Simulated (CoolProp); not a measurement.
Vapour-liquid equilibrium of R22 (1) + dimethyl ether (2) at 328.6 K; x and y are mole fractions of (1).

Computed with CoolProp (multi-fluid Helmholtz-energy mixture model, Kamei 1995 and Wu 2011; pair parameters Bell 2016).

Q: Give the bubble pressure and the first vapour's composition at x = 0.2, 0.35, 0.95. Is there an azeotrope?

A: x = 0.2: 12.73 bar, y = 0.197; x = 0.35: 12.88 bar, y = 0.379; x = 0.95: 20.84 bar, y = 0.981. y crosses x between x = 0.2 and 0.35: the model has an azeotrope there.

Pair parameters are fitted to limited data, so mixtures are less certain than the pure fluids.
